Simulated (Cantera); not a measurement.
Charge: 1 mol B2O3, 24 mol N2, at 1.33 mbar.

These are equilibrium values from Cantera (NASA tables, ideal gas, pure condensed phases), not measurements of a reactor. Candidate condensed phases: B, BN, B2O3; 17 gas species. The numbers say what is thermodynamically allowed, not how fast it happens.

x: gas mole fraction; nothing condenses.

```tsv
T (K)	x N2	x B2O3	x BO	x BO2	x NO	x B2O2	x O
1573	0.960	0.0400	2.60e-5	3.74e-5	3.49e-7	6.08e-6	2.41e-8
1623	0.960	0.0399	5.22e-5	6.77e-5	7.50e-7	8.61e-6	7.60e-8
1673	0.960	0.0399	9.97e-5	0.000119	1.56e-6	1.17e-5	2.27e-7
1723	0.960	0.0398	[?]	[?]	[?]	[?]	[?]
1773	0.960	0.0396	[?]	[?]	[?]	[?]	[?]
1823	0.959	0.0394	0.000541	0.000554	1.17e-5	2.51e-5	4.49e-6
1873	0.959	0.0391	0.000889	0.000875	2.15e-5	3.11e-5	1.10e-5
1923	0.959	0.0385	0.00142	0.00134	3.81e-5	3.81e-5	2.55e-5
```

Q: Complete the blanks.

A: 
- 1773, x BO: 0.000319
- 1773, x BO2: 0.000341
- 1773, x NO: 6.20e-6
- 1773, x B2O2: 1.99e-5
- 1773, x O: 1.75e-6
- 1723, x BO: 0.000182
- 1723, x BO2: 0.000204
- 1723, x NO: 3.16e-6
- 1723, x B2O2: 1.55e-5
- 1723, x O: 6.47e-7
